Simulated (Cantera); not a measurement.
Source: NASA polynomial tables (part measured, part estimated), evaluated in Cantera. Values are per mole of reaction as written; species without (g) are pure solids or liquids, kept so even where they would boil at 1 bar.

Sr(OH)2 = O2(g) + 2 H(g) + Sr

| T (K) | ΔH° (kJ) | ΔS° (J/K) | ΔG° (kJ) | log10 K | condensed phases |
|---|---|---|---|---|---|
| 300 | 1404.9 | 392.7 | 1287.1 | -224.11 | Sr(OH)2(s), Sr(s) |
| 848 | 1378.8 | 361.8 | 1072.0 | -66.03 | Sr(OH)2(l), Sr(s) |
| 1048 | 1376.6 | 358.7 | 1000.7 | -49.88 | Sr(OH)2(l), Sr(l) |
| 1248 | 1367.9 | 351.1 | 929.7 | -38.91 | Sr(OH)2(l), Sr(l) |
| 1448 | 1359.2 | 344.7 | 860.2 | -31.03 | Sr(OH)2(l), Sr(l) |
| 1648 | (withheld) | (withheld) | (withheld) | (withheld) | Sr(OH)2(l), Sr(l) |
| 1848 | (withheld) | (withheld) | (withheld) | (withheld) | Sr(OH)2(l), Sr(l) |

Problem. Fill in the missing entries.

Solution. 
- 1648, ΔH° (kJ): 1350.7
- 1648, ΔS° (J/K): 339.2
- 1648, ΔG° (kJ): 791.8
- 1648, log10 K: -25.10
- 1848, ΔH° (kJ): 1342.3
- 1848, ΔS° (J/K): 334.4
- 1848, ΔG° (kJ): 724.5
- 1848, log10 K: -20.48
